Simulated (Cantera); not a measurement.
A diamond (100) surface in a fixed gas of H2 with x(CH4) = 0.013, x(CH3) = 0.00012, at 1248 K, 53.3 Torr; coverages are run to steady state.

Computed with Cantera and the Harris–Goodwin 1993 mechanism for the reconstructed diamond (100) surface.

One state of this run: growth (µm/h) = 1.07; θ c6HH = 0.436; θ c6H* = 0.0421; θ c6*H = 0.492; θ c6** = 0.0270; θ c6HM = 0.000991. θ: site fractions in the mechanism's names (c6HH fully hydrogenated, c6H* and c6*H radical sites, c6** diradical, c6HM methylated).

Question: Which value of x(H) does it belong to?
A) 0.0001
B) 0.0012
C) 0.0028
D) 0.00053

Answer: B, 0.0012
